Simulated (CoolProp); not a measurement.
A single-stage vapour-compression cycle with isobutene: evaporating at 237.15 K (dew point), condensing at 287.15 K (bubble point), superheat 8 K, subcooling 8 K, compressor efficiency 0.6, no pressure losses. Each further row changes one setting.

The numbers come from the reference Helmholtz-energy equation of state, Lemmon 2005 in CoolProp. It is a short technical equation, of lower accuracy than the large ones.

```
case                              cooling COP  pressure ratio  discharge temperature (K)  refrigerating effect (kJ/kg)  volumetric capacity (kJ/m³)
--------------------------------  -----------  --------------  -------------------------  ----------------------------  ---------------------------
as stated                                2.51            7.78                      334.6                           337                          261
evaporating temperature 242.15 K         2.90               ?                          ?                             ?                          335
condensing temperature 282.15 K             ?               ?                      327.3                           348                          270
subcooling 13 K                             ?            7.78                      334.6                           348                          270
superheat 18 K                           2.51            7.78                      345.6                           351                          261
compressor efficiency 0.5                   ?            7.78                          ?                           337                          261
```

Question: Complete the blanks.

Answer: 
- evaporating temperature 242.15 K, pressure ratio: 6.06
- evaporating temperature 242.15 K, discharge temperature (K): 329.3
- evaporating temperature 242.15 K, refrigerating effect (kJ/kg): 343
- condensing temperature 282.15 K, cooling COP: 2.84
- condensing temperature 282.15 K, pressure ratio: 6.57
- subcooling 13 K, cooling COP: 2.59
- compressor efficiency 0.5, cooling COP: 2.09
- compressor efficiency 0.5, discharge temperature (K): 349.5
